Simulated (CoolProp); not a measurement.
Vapour-liquid equilibrium of propylene (1) + 1-butene (2) at -74.25 °C; x and y are mole fractions of (1).

Values from CoolProp's multi-fluid Helmholtz-energy mixture model, Lemmon 2013 and Lemmon 2005; pair parameters Bell 2016.

```csv
x,"bubble pressure, mixture model (kPa)","bubble pressure, Raoult's law (kPa)","y, mixture model","y, Raoult's law"
0.05,3.571,3.552,0.355,0.352
0.125,5.289,5.248,0.598,0.596
0.2,6.997,6.945,0.722,0.721
0.275,8.698,8.641,0.796,0.797
0.35,10.39,10.34,0.847,0.848
0.425,12.08,12.03,0.883,0.884
0.5,13.77,13.73,0.910,0.912
0.575,15.45,15.43,0.932,0.933
0.65,17.14,17.12,0.949,0.951
0.725,18.82,18.82,0.963,0.965
0.8,20.51,20.52,0.976,0.976
0.875,22.20,22.21,0.986,0.986
0.95,23.90,23.91,0.995,0.995
```

The largest gap from Raoult's law is +0.8 % in bubble pressure, at x = 0.125. No azeotrope shows between x = 0.05 and 0.95.

Pair parameters are fitted to limited data, so mixtures are less certain than the pure fluids.
